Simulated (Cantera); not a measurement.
A Cantera script and what it prints.

```python
import numpy as np
import cantera as ct

gas_names = [...]  # 148 gases of nasa_gas.yaml made of Al, C, H, N, O
cond_names = """
    AL(cr) AL(L) ALN(s) AL2O3(a) AL2O3(L) C(gr) C6H6(L) C7H8(L) C8H18(L),n-octa H2O(s) H2O(L)
""".split()


# ... load() reads the species with a 1 bar reference pressure and builds the phases ...
atoms = {
    'Al(CH3)3': {'AL': 1, 'C': 3, 'H': 9},
    'H2O': {'H': 2, 'O': 1},
    'N2': {'N': 2},
}
top_T = {'ALN(s)': 2750, 'C(gr)': 4500}  # K; cautious upper limits of use, not melting points


# ... equilibrate(T, P, feed) seeds the gas with the atoms and calls Mixture.equilibrate('TP', solver="vcs", rtol=1e-11, max_steps=5000) ...
results = []
T = 698.15  # K
P = 133.322  # Pa
for m in [0.41, 0.52, 0.65, 0.81, 1, 1.3, 1.6, 2, 2.4, 3.1]:
    feed = {'Al(CH3)3': 1, 'H2O': m, 'N2': 4.4}  # mol
    mix = equilibrate(T, P, feed)
    results.append((T, P, feed, dict(zip(mix.species_names, mix.species_moles))))

top = {s: max(r[3][s] / sum(r[3][g] for g in gas_names) for r in results) for s in gas_names}
cols = sorted((s for s in top if top[s] > 1e-05), key=lambda s: -top[s])[:5]
seen = [c for c in cond_names if any(r[3].get(c, 0) > 1e-12 for r in results)]
print("log10 of partial pressures in bar; condensed amounts in mol")
print(f"{'n(H2O)':>10s}" + "".join(f"{s[:9]:>10s}" for s in cols + seen))
for T, P, feed, n in results:
    ng = sum(n[g] for g in gas_names)
    print(f"{feed['H2O']:10.4g}" + "".join(f"{np.log10(max(n[s] / ng * P / 1e5, 1e-99)):10.3f}" for s in cols)
          + "".join(f"{n.get(c, 0):10.4g}" for c in seen))
```

It prints:

```
log10 of partial pressures in bar; condensed amounts in mol
    n(H2O)        H2        N2        CO       CO2       H2O    ALN(s)  AL2O3(a)     C(gr)
      0.41    -3.140    -3.219   -12.227   -20.815   -12.709    0.7267    0.1367     2.969
      0.52    -3.137    -3.222   -12.228   -20.817   -12.707    0.6533    0.1733     2.968
      0.65    -3.134    -3.226   -12.229   -20.819   -12.705    0.5667    0.2167     2.967
      0.81    -3.131    -3.230   -12.231   -20.822   -12.703      0.46      0.27     2.966
         1    -3.127    -3.235   -12.233   -20.825   -12.701    0.3333    0.3333     2.964
       1.3    -3.122    -3.242   -12.235   -20.830   -12.698    0.1333    0.4333     2.962
       1.6    -3.120    -3.254    -5.051    -6.462    -5.512         0       0.5     2.887
         2    -3.124    -3.281    -4.445    -5.249    -4.911         0       0.5     2.609
       2.4    -3.127    -3.306    -4.256    -4.873    -4.725         0       0.5     2.343
       3.1    -3.130    -3.346    -4.095    -4.550    -4.566         0       0.5     1.893
```

Method: chemical equilibrium by Gibbs-energy minimisation in Cantera with the NASA 1993 tables (ideal gas, pure condensed phases). The feed counts by its element totals alone.
